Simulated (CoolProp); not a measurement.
Vapour-liquid equilibrium of carbon dioxide (1) + ethane (2) at 736 kPa; x and y are mole fractions of (1).

The numbers come from the multi-fluid Helmholtz-energy mixture model, Span 1996 and Bücker 2006; pair parameters Kunz 2012 in CoolProp.

```json
[
 {"x": "0.05", "bubble temperature, mixture model (°C)": "-44.8", "bubble temperature, Raoult's law (°C)": "-42.1", "y, mixture model": "___", "y, Raoult's law": "0.063"},
 {"x": "0.125", "bubble temperature, mixture model (°C)": "___", "bubble temperature, Raoult's law (°C)": "-42.7", "y, mixture model": "___", "y, Raoult's law": "0.154"},
 {"x": "0.2", "bubble temperature, mixture model (°C)": "-50.8", "bubble temperature, Raoult's law (°C)": "-43.3", "y, mixture model": "0.374", "y, Raoult's law": "0.242"},
 {"x": "0.275", "bubble temperature, mixture model (°C)": "-52.5", "bubble temperature, Raoult's law (°C)": "-43.8", "y, mixture model": "___", "y, Raoult's law": "0.325"},
 {"x": "0.35", "bubble temperature, mixture model (°C)": "-53.5", "bubble temperature, Raoult's law (°C)": "-44.3", "y, mixture model": "0.499", "y, Raoult's law": "0.406"},
 {"x": "0.425", "bubble temperature, mixture model (°C)": "-54.2", "bubble temperature, Raoult's law (°C)": "-44.8", "y, mixture model": "___", "y, Raoult's law": "0.483"},
 {"x": "0.5", "bubble temperature, mixture model (°C)": "-54.6", "bubble temperature, Raoult's law (°C)": "-45.3", "y, mixture model": "0.572", "y, Raoult's law": "0.558"},
 {"x": "0.575", "bubble temperature, mixture model (°C)": "-54.7", "bubble temperature, Raoult's law (°C)": "-45.8", "y, mixture model": "0.599", "y, Raoult's law": "0.630"},
 {"x": "0.65", "bubble temperature, mixture model (°C)": "-54.7", "bubble temperature, Raoult's law (°C)": "-46.2", "y, mixture model": "0.625", "y, Raoult's law": "0.700"},
 {"x": "0.725", "bubble temperature, mixture model (°C)": "-54.6", "bubble temperature, Raoult's law (°C)": "-46.7", "y, mixture model": "0.654", "y, Raoult's law": "0.768"},
 {"x": "0.8", "bubble temperature, mixture model (°C)": "-54.1", "bubble temperature, Raoult's law (°C)": "-47.1", "y, mixture model": "0.692", "y, Raoult's law": "0.834"},
 {"x": "0.875", "bubble temperature, mixture model (°C)": "-53.1", "bubble temperature, Raoult's law (°C)": "-47.5", "y, mixture model": "0.752", "y, Raoult's law": "0.898"},
 {"x": "0.95", "bubble temperature, mixture model (°C)": "-50.9", "bubble temperature, Raoult's law (°C)": "-47.9", "y, mixture model": "___", "y, Raoult's law": "0.960"}
]
```

Q: Complete the blanks.

A: 
- 0.05, y, mixture model: 0.131
- 0.125, bubble temperature, mixture model (°C): -48.3
- 0.125, y, mixture model: 0.274
- 0.275, y, mixture model: 0.446
- 0.425, y, mixture model: 0.540
- 0.95, y, mixture model: 0.864

The largest gap from Raoult's law is -9.4 K in bubble temperature, at x = 0.425. y crosses x between x = 0.575 and 0.65: the model has an azeotrope there.

The pair parameters rest on a limited set of measurements; away from them the model extrapolates.
